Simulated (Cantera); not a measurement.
A perfectly stirred reactor is fed with H2 : O2 : N2 = 0.0088 : 1 : 3.7 (molar parts), at 1330 Pa; it is held at 1375 K, and followed from long to short residence time.

Model: GRI-Mech 3.0 (53 species, 325 reactions), integrated in Cantera. Radical loss at walls, strong at low pressure, is not modelled.

Question: What does this change do: temperature 1375 to 1175 K?

Answer: 
```json
[
 {"quantity": "x(H2) at τ = 3.50 s", "before": "6.31e-6", "after": "1.20e-5"},
 {"quantity": "x(O2) at τ = 3.50 s", "before": "0.211", "after": "0.211"},
 {"quantity": "x(NO) at τ = 3.50 s", "before": "1.60e-7", "after": "1.54e-8"},
 {"quantity": "x(NO2) at τ = 3.50 s", "before": "1.62e-11", "after": "2.83e-12"},
 {"quantity": "x(H) at τ = 3.50 s", "before": "1.53e-5", "after": "1.23e-5"},
 {"quantity": "x(H2) at τ = 0.100 s", "before": "6.62e-5", "after": "0.000131"},
 {"quantity": "x(O2) at τ = 0.100 s", "before": "0.211", "after": "0.211"},
 {"quantity": "x(NO) at τ = 0.100 s", "before": "7.23e-9", "after": "2.28e-9"},
 {"quantity": "x(NO2) at τ = 0.100 s", "before": "<1e-12", "after": "<1e-12"},
 {"quantity": "x(H) at τ = 0.100 s", "before": "5.42e-5", "after": "9.01e-5"}
]
```
